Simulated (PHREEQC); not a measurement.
**Sulfide liquor**

Make-up at 25 °C: 0.11 mol NH4HS and 0.0025 mol HCl per kg of water. Closed to the air; pH follows from the charge balance.

All values are PHREEQC results (ion-association model, phreeqc.dat), not measurements.

Each row changes one thing in this solution. Precipitation was switched off in this run.

```
case                                pH  ionic strength (mol/kgw)  HS- (mol/kgw)  H2S (mol/kgw)  NH3 (mol/kgw)
--------------------------------  ----  ------------------------  -------------  -------------  -------------
as made                           7.99                     0.106          0.103        0.00678        0.00428
diluted 100-fold with water       8.01                   0.00104        0.00102        8.42e-5        5.81e-5
0.041 mol/kgw HBr added           6.99                     0.110         0.0661         0.0439       0.000434
HCl from 0.0025 to 0.025 mol/kgw  7.32                     0.109         0.0841         0.0259       0.000932
```
